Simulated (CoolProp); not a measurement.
R113 at several states: fugacity coefficient from the reference equation and from simpler models built on Tc = 487.2 K, pc = 3392 kPa, ω = 0.253; each cubic takes its own stable root.

Computed with CoolProp (reference Helmholtz-energy equation of state, Marx 1992).

```json
[
 {"T (K)": "365.9", "p (kPa)": "7070", "phase": "liquid", "reference": "0.06317"},
 {"T (K)": "489.1", "p (kPa)": "4920", "phase": "supercritical", "reference": "0.5047"},
 {"T (K)": "459.2", "p (kPa)": "277", "phase": "gas", "reference": "0.9668"},
 {"T (K)": "428", "p (kPa)": "69.2", "phase": "gas", "reference": "0.9896"},
 {"T (K)": "282.1", "p (kPa)": "231", "phase": "liquid", "reference": "0.09855"}
]
```

How far does each simpler model (Redlich-Kwong, Soave-Redlich-Kwong) lie from the reference over these 5 states: mean and median of the absolute difference, and the worst?


- Redlich-Kwong: mean 29.9 %, median 1.7 %, worst +105.5 % at 282.1 K and 231 kPa
- Soave-Redlich-Kwong: mean 1.1 %, median 0.3 %, worst +3.0 % at 365.9 K and 7070 kPa
